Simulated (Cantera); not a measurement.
# Ignition delay

Mixture: CH₄ : C₂H₆ : O₂ : N₂ = 1 : 0.19 : 1.67 : 5.83 (molar parts), at 28.0 bar, adiabatic and at constant pressure. Ignition delay is the time to a rise of 400 K.

Model: GRI-Mech 3.0 (53 species, 325 reactions), integrated in Cantera. The pressure lies above the range GRI-Mech 3.0 was tuned for (to about 10 atm).

```tsv
T0 (K)	delay (ms)
1200	0.326
1300	0.100
1400	0.0385
1500	0.0172
1600	0.00842
1700	0.00439
1800	0.00242
1900	0.00142
```

- apparent activation energy between 1700 and 1900 K = 150 kJ/mol
